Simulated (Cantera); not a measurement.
Input: 1 mol SiCl4, 0.53 mol Cl2, 17 mol H2, at 923.15 K and 0.320 bar.

These are equilibrium values from Cantera (NASA tables, ideal gas, pure condensed phases), not measurements of a reactor. Candidate condensed phases: Si; 19 gas species. The tables' values for SiCl3 are old estimates; treat these amounts as uncertain. The numbers say what is thermodynamically allowed, not how fast it happens.

Base state: H2 0.886, HCl 0.0600, SiCl4 0.0512, SiHCl3 0.00270, SiCl3 3.02e-5, SiH2Cl2 1.40e-5 (mole fractions); condensed: gas only.

What changes in the equilibrium state with this change: temperature from 923.15 K to 1150 K?


```csv
species,before,after
H2,0.886,0.875
HCl,0.0600,0.0714
SiCl4,0.0512,0.0408
SiHCl3,0.00270,0.0101
SiCl2,7.17e-7,0.000848
SiCl3,3.02e-5,0.00178
SiH2Cl2,1.40e-5,0.000317
```

What changes in the equilibrium state with this change: Cl2 from 0.53 to 1 mol?


```json
[
 {"species": "H2", "before": "0.886", "after": "0.841"},
 {"species": "HCl", "before": "0.0600", "after": "0.107"},
 {"species": "SiCl4", "before": "0.0512", "after": "0.0512"},
 {"species": "SiHCl3", "before": "0.00270", "after": "0.00144"},
 {"species": "SiH2Cl2", "before": "1.40e-5", "after": "3.96e-6"},
 {"species": "SiCl3", "before": "3.02e-5", "after": "1.65e-5"}
]
```
